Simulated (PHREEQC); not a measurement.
Make-up at 80 °C: 0.61 mol Na2SO4 and 0.0062 mol K2SO4 per kg of water. Closed to the air; pH follows from the charge balance.

Model: Pitzer model, pitzer.dat, run in PHREEQC.

No solid was allowed to form.

Q: Estimate the activity of water.

A: activity of water 0.977.

Complexes and solids missing from the database can't appear. At this temperature some constants are extrapolated from 25 °C, and those without enthalpy data are left unchanged.
